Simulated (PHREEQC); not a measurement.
PHREEQC input (ion-association model, wateq4f.dat):

```
SOLUTION_MASTER_SPECIES
  An  An-  0  An  62.0  # stands for a non-complexing anion
SOLUTION_SPECIES
  An- = An-
    -log_k 0
    -gamma 3.0 0
PHASES
  Fix_H+
    H+ = H+
    -log_k 0
SOLUTION 1
  temp 25
  units mmol/kgw
  pH 7 charge
  S(6) 0.037
  Cu(2) 0.037
  Na 5
  An 5
END
SELECTED_OUTPUT 1
  -reset false
  -pH true
  -pe true
  -ionic_strength true
  -water true
  -totals Cu Na S Cu(1) Cu(2) S(-2) S(6)
  -molalities Hfo_wOH Hfo_wOH2+ Hfo_wO- Hfo_sOH Hfo_sOH2+ Hfo_sO- Hfo_wSO4- Hfo_wOHSO4-2 Hfo_sOCu+ Hfo_wOCu+
  -saturation_indices Cu(OH)2 Brochantite Antlerite Mirabilite Chalcanthite
USER_PUNCH 1
  -headings sigma psi
  10 PUNCH EDL("sigma", "Hfo"), EDL("psi", "Hfo")
PRINT
  -reset false
USE solution 1
SURFACE 1
  Hfo_wOH 0.000651685 600 0.29
  Hfo_sOH 1.62921e-05
EQUILIBRIUM_PHASES 1
  Fix_H+ -3 HAn 10
    -force_equality true
  O2(g) -0.68 10
END
# ... the last block is repeated for the other 16 points of pH, with NaOH or the acid as the point needs
```

Selected output (columns that matter, 17 of 17 rows; pH added in front):

```
pH	mu	Cu	Na	S	m_Hfo_wOH	m_Hfo_wOH2+	m_Hfo_wO-	si_Cu(OH)2	si_Brochantite	si_Antlerite	si_Mirabilite	si_Chalcanthite	sigma	psi
3	0.0064357	3.6982e-05	0.005	2.3163e-09	9.0153e-05	0.00052418	3.5521e-07	-7.2135	-24.454	-18.831	-12.383	-10.754	0.27243	0.20855
3.5	0.0056477	3.6851e-05	0.005	3.586e-09	0.00017512	0.00043794	1.6041e-06	-6.2073	-21.211	-16.593	-12.16	-10.529	0.2188	0.20065
4	0.0053627	3.5887e-05	0.005	9.0945e-09	0.00026081	0.00034923	4.462e-06	-5.2158	-17.831	-14.205	-11.744	-10.124	0.16381	0.18712
4.5	0.005232	3.1019e-05	0.005	3.1156e-08	0.00033255	0.00027156	9.3294e-06	-4.2778	-14.54	-11.852	-11.204	-9.6471	0.11644	0.17025
5	0.0051424	1.9873e-05	0.005	1.2903e-07	0.00038485	0.00020734	1.6364e-05	-3.4705	-11.691	-9.811	-10.585	-9.2204	0.079804	0.15136
5.5	0.0050724	6.8788e-06	0.005	6.15e-07	0.0004164	0.00015723	2.5263e-05	-2.9319	-9.8572	-8.5153	-9.9043	-9.0019	0.05306	0.13091
6	0.0050383	1.1691e-06	0.005	3.1918e-06	0.00043707	0.00012394	3.5309e-05	-2.7097	-9.2524	-8.1328	-9.1882	-9.0638	0.034024	0.10869
6.5	0.0050326	1.7905e-07	0.005	1.2719e-05	0.00045808	9.7524e-05	4.9292e-05	-2.587	-9.1613	-8.1643	-8.5877	-9.3406	0.021622	0.086476
7	0.0050691	5.2389e-08	0.0050304	2.7374e-05	0.00047538	7.4971e-05	6.9053e-05	-2.4698	-9.36	-8.4802	-8.2502	-9.891	0.013497	0.064607
7.5	0.0050983	3.969e-08	0.0050579	3.5222e-05	0.00048036	6.3141e-05	8.3718e-05	-2.3946	-9.9501	-9.1455	-8.1366	-10.707	0.0071376	0.039709
8	0.0051082	4.0401e-08	0.005071	3.6782e-05	0.00047986	5.8062e-05	9.0851e-05	-2.3581	-10.786	-10.017	-8.1157	-11.652	0.0020195	0.012258
8.5	0.0051153	4.2592e-08	0.0050821	3.6975e-05	0.00047834	5.4563e-05	9.6066e-05	-2.3312	-11.675	-10.934	-8.1117	-12.622	-0.0026218	-0.015804
9	0.0051277	4.563e-08	0.0050993	3.6997e-05	0.00047604	5.0839e-05	0.00010211	-2.3005	-12.553	-11.842	-8.1087	-13.592	-0.0080358	-0.04369
9.5	0.005158	5.0428e-08	0.0051365	3.7e-05	0.00047201	4.598e-05	0.000111	-2.257	-13.379	-12.712	-8.103	-14.548	-0.015685	-0.070905
10	0.0052425	5.8885e-08	0.0052316	3.7e-05	0.00046424	3.9375e-05	0.00012539	-2.1898	-14.111	-13.511	-8.0886	-15.482	-0.027368	-0.096926
10.5	0.0054935	7.5183e-08	0.005499	3.7e-05	0.0004487	3.086e-05	0.00014946	-2.0842	-14.692	-14.198	-8.0499	-16.38	-0.045506	-0.12112
11	0.0062661	1.1136e-07	0.0062975	3.7e-05	0.00041726	2.0894e-05	0.00019089	-1.9155	-15.027	-14.701	-7.9456	-17.221	-0.074123	-0.14254
```

Complexes and solids missing from the database can't appear. The database's constant for dissolved Cu(OH)2 is higher than later reviews accept. The oxide is taken as insoluble; below pH 4 it would dissolve.
